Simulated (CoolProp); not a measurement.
Vapour-liquid equilibrium of n-hexane (1) + benzene (2) at 412.3 K; x and y are mole fractions of (1).

Model: multi-fluid Helmholtz-energy mixture model, Thol 2019 and Thol 2012; pair parameters Bell 2016, in CoolProp.

| x | bubble pressure, mixture model (kPa) | bubble pressure, Raoult's law (kPa) | y, mixture model | y, Raoult's law |
|---|---|---|---|---|
| 0.05 | 483.6 | 471.0 | 0.083 | 0.064 |
| 0.2 | 529.2 | 492.3 | ___ | 0.246 |
| 0.35 | 560.7 | 513.6 | ___ | 0.413 |
| 0.5 | 582.5 | 534.9 | ___ | 0.566 |
| 0.65 | 597.0 | 556.2 | 0.677 | 0.708 |
| 0.8 | ___ | 577.5 | ___ | 0.839 |
| 0.95 | 606.7 | 598.8 | 0.949 | 0.961 |

Problem. Some entries are withheld; supply them.

Solution. 
- 0.2, y, mixture model: 0.275
- 0.35, y, mixture model: 0.422
- 0.5, y, mixture model: 0.551
- 0.8, bubble pressure, mixture model (kPa): 604.9
- 0.8, y, mixture model: 0.807

The largest gap from Raoult's law is +9.2 % in bubble pressure, at x = 0.35. y crosses x between x = 0.8 and 0.95: the model has an azeotrope there.

The pair parameters rest on a limited set of measurements; away from them the model extrapolates.
